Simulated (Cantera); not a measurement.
**c-C4F8 + CH4 + H2 (fluorocarbon and chlorocarbon gases)**

A closed system holds: 1 mol c-C4F8, 0.35 mol CH4, 0.18 mol H2, at 0.133 bar.

These are equilibrium values from Cantera (NASA tables, ideal gas, pure condensed phases), not measurements of a reactor. Candidate condensed phases: C, C6H6, C7H8, C8H18; 95 gas species. The feed counts by its element totals alone. The tables' values for C2F4 are old estimates; treat these amounts as uncertain. Gases not in the tables: C2F6 and larger saturated fluorocarbons. Equilibrium is a limit: real reactors are often held back by kinetics, nucleation or transport.

| T (K) | x HF | x CF4 | x CF2 | x F | x CF3 | n C(graphite) |
|---|---|---|---|---|---|---|
| 2223 | 0.492 | 0.374 | 0.0978 | 0.0271 | 0.00889 | 2.63 |
| 2248 | 0.486 | 0.359 | 0.113 | 0.0325 | 0.00986 | 2.60 |
| 2273 | 0.479 | 0.342 | 0.129 | 0.0387 | 0.0108 | 2.58 |
| 2298 | 0.471 | 0.323 | 0.147 | 0.0458 | 0.0118 | 2.54 |
| 2323 | 0.462 | 0.303 | 0.166 | 0.0539 | 0.0128 | 2.51 |
| 2348 | 0.453 | 0.282 | 0.186 | 0.0630 | 0.0137 | 2.47 |
| 2373 | 0.443 | 0.260 | 0.207 | 0.0733 | 0.0145 | 2.43 |
| 2398 | 0.433 | 0.237 | 0.228 | 0.0846 | 0.0152 | 2.39 |
| 2423 | 0.422 | 0.213 | 0.249 | 0.0972 | 0.0158 | 2.35 |
| 2448 | 0.411 | 0.189 | 0.270 | 0.111 | 0.0162 | 2.30 |
| 2473 | 0.400 | 0.166 | 0.289 | 0.125 | 0.0164 | 2.26 |
| 2498 | 0.389 | 0.143 | 0.306 | 0.141 | 0.0163 | 2.22 |
| 2523 | 0.378 | 0.121 | 0.321 | 0.158 | 0.0161 | 2.19 |
x: gas mole fraction; n: condensed amount in mol.

From 2223 K to 2523 K the condensed part is C(graphite). The main C-bearing gas is CF4 at 2223 K and CF2 at 2523 K. The share of C in condensed phases is highest at 2223 K (60.5 %) and lowest at 2523 K (50.3 %).
